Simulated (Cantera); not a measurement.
**Thermodynamics of boron, boron nitride and boron oxide, feed B₂O₃ + H₂O + N₂**

Charge: 1 mol B₂O₃, 10 mol H₂O, 4.5 mol N₂, at 0.0100 bar.

Cantera equilibrium calculation (NASA polynomials, part measured and part estimated; ideal gas, pure solids and liquids). Candidate condensed phases: B, BN, B₂O₃, B₃O₃H₃, H₂O; 39 gas species. Gases not in the tables: H₃BO₃. Rates play no part.

```csv
T (K),x H₂O,x N₂,x HBO₂,x H₂,x O₂,x OH,x B₂O₃,x H,n B₂O₃(l)
1098,0.687,0.310,0.00140,5.41e-6,2.54e-6,3.22e-7,2.36e-8,5.75e-10,0.968
1173,0.685,0.310,0.00464,1.73e-5,8.01e-6,1.34e-6,3.72e-7,4.91e-9,0.950
1248,0.678,0.308,0.0132,4.80e-5,2.19e-5,4.67e-6,4.15e-6,3.24e-8,0.892
1323,0.661,0.305,0.0328,0.000118,5.30e-5,1.40e-5,3.48e-5,1.72e-7,0.748
1398,0.627,0.299,0.0725,0.000258,0.000114,3.65e-5,0.000229,7.60e-7,0.444
1473,0.581,0.290,0.127,0.000513,0.000220,8.44e-5,0.000945,2.87e-6,0
1548,0.580,0.290,0.127,0.000998,0.000420,0.000189,0.00116,9.73e-6,0
1623,0.579,0.290,0.126,0.00183,0.000755,0.000392,0.00138,2.95e-5,0
1698,0.578,0.290,0.125,0.00317,0.00129,0.000763,0.00162,8.14e-5,0
1773,0.575,0.289,0.124,0.00524,0.00209,0.00140,0.00188,0.000206,0
1848,0.570,0.289,0.123,0.00831,0.00327,0.00244,0.00215,0.000483,0
1923,0.563,0.288,0.122,0.0127,0.00491,0.00406,0.00243,0.00106,0
1998,0.554,0.286,0.120,0.0186,0.00714,0.00647,0.00271,0.00219,0
```
x: gas mole fraction; n: condensed amount in mol.

From 1098 K to 1398 K the condensed part is B₂O₃(l). From 1473 K to 1998 K nothing is condensed.
